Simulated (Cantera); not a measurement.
An adiabatic, constant-pressure homogeneous reactor starts with C₃H₈ : O₂ : N₂ = 1 : 8.33 : 39.2 (molar parts), equivalence ratio 0.60, at 1625 K and 7500 Torr. Integrator tolerance rtol = 1e-08.

Model: GRI-Mech 3.0 (53 species, 325 reactions), integrated in Cantera. GRI-Mech 3.0 was tuned for natural gas; its chemistry of propane as a main component is partial and can be far from experiment.

Problem. What does this change do: pressure from 7500 Torr to 323 Torr?

Solution. 
```json
[
 {"quantity": "time of steepest temperature rise", "before": "7.35 µs", "after": "61.3 µs"},
 {"quantity": "temperature at 0.100 s", "before": "2582 K", "after": "2482 K"},
 {"quantity": "equilibrium temperature", "before": "2582 K", "after": "2482 K"},
 {"quantity": "x(C₃H₈) at 0.100 s", "before": "<1e-12 (gas-phase equilibrium <1e-12)", "after": "<1e-12 (gas-phase equilibrium <1e-12)"},
 {"quantity": "x(O₂) at 0.100 s", "before": "0.0599 (gas-phase equilibrium 0.0599)", "after": "0.0620 (gas-phase equilibrium 0.0619)"},
 {"quantity": "x(H₂) at 0.100 s", "before": "0.000862 (gas-phase equilibrium 0.000862)", "after": "0.00239 (gas-phase equilibrium 0.00239)"},
 {"quantity": "x(N₂O) at 0.100 s", "before": "2.46e-6 (gas-phase equilibrium 2.46e-6)", "after": "4.34e-7 (gas-phase equilibrium 4.35e-7)"},
 {"quantity": "x(CO₂) at 0.100 s", "before": "0.0562 (gas-phase equilibrium 0.0562)", "after": "0.0496 (gas-phase equilibrium 0.0496)"},
 {"quantity": "x(CH₂) at 0.100 s", "before": "<1e-12 (gas-phase equilibrium <1e-12)", "after": "<1e-12 (gas-phase equilibrium <1e-12)"},
 {"quantity": "x(HCO) at 0.100 s", "before": "1.72e-9 (gas-phase equilibrium 1.72e-9)", "after": "1.12e-9 (gas-phase equilibrium 1.12e-9)"}
]
```

Problem. What does this change do: initial temperature 1625 to 1175 K?

Solution. 
```tsv
quantity	before	after
time of steepest temperature rise	7.35 µs	2.80 ms
temperature at 0.100 s	2582 K	2234 K
equilibrium temperature	2582 K	2232 K
x(C₃H₈) at 0.100 s	<1e-12 (gas-phase equilibrium <1e-12)	<1e-12 (gas-phase equilibrium <1e-12)
x(O₂) at 0.100 s	0.0599 (gas-phase equilibrium 0.0599)	0.0636 (gas-phase equilibrium 0.0631)
x(H₂) at 0.100 s	0.000862 (gas-phase equilibrium 0.000862)	0.000141 (gas-phase equilibrium 0.000140)
x(N₂O) at 0.100 s	2.46e-6 (gas-phase equilibrium 2.46e-6)	1.31e-6 (gas-phase equilibrium 1.31e-6)
x(CO₂) at 0.100 s	0.0562 (gas-phase equilibrium 0.0562)	0.0599 (gas-phase equilibrium 0.0599)
x(CH₂) at 0.100 s	<1e-12 (gas-phase equilibrium <1e-12)	<1e-12 (gas-phase equilibrium <1e-12)
x(HCO) at 0.100 s	1.72e-9 (gas-phase equilibrium 1.72e-9)	3.25e-11 (gas-phase equilibrium 3.19e-11)
```
